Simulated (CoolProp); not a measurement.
Aqueous lithium chloride as a coolant, at 30 °C, 1 atm.

Values from CoolProp's Melinder's fits for secondary coolants.

```json
[
 {"mass %": "4.3", "freezing point (°C)": "-4.2", "Prandtl number": "6.10", "cp (kJ/(kg K))": "3.953", "viscosity (mPa s)": "0.931", "density (kg/m³)": "1020"},
 {"mass %": "6.6", "freezing point (°C)": "-7.1", "Prandtl number": "6.48", "cp (kJ/(kg K))": "3.842", "viscosity (mPa s)": "1.01", "density (kg/m³)": "1033"},
 {"mass %": "8.9", "freezing point (°C)": "-10.4", "Prandtl number": "6.90", "cp (kJ/(kg K))": "3.738", "viscosity (mPa s)": "1.09", "density (kg/m³)": "1047"},
 {"mass %": "11.2", "freezing point (°C)": "-14.4", "Prandtl number": "7.38", "cp (kJ/(kg K))": "3.639", "viscosity (mPa s)": "1.19", "density (kg/m³)": "1060"},
 {"mass %": "13.5", "freezing point (°C)": "-19.6", "Prandtl number": "7.95", "cp (kJ/(kg K))": "3.546", "viscosity (mPa s)": "1.30", "density (kg/m³)": "1073"},
 {"mass %": "15.8", "freezing point (°C)": "-26.5", "Prandtl number": "8.60", "cp (kJ/(kg K))": "3.458", "viscosity (mPa s)": "1.43", "density (kg/m³)": "1087"},
 {"mass %": "18.1", "freezing point (°C)": "-35.3", "Prandtl number": "9.36", "cp (kJ/(kg K))": "3.377", "viscosity (mPa s)": "1.58", "density (kg/m³)": "1101"}
]
```
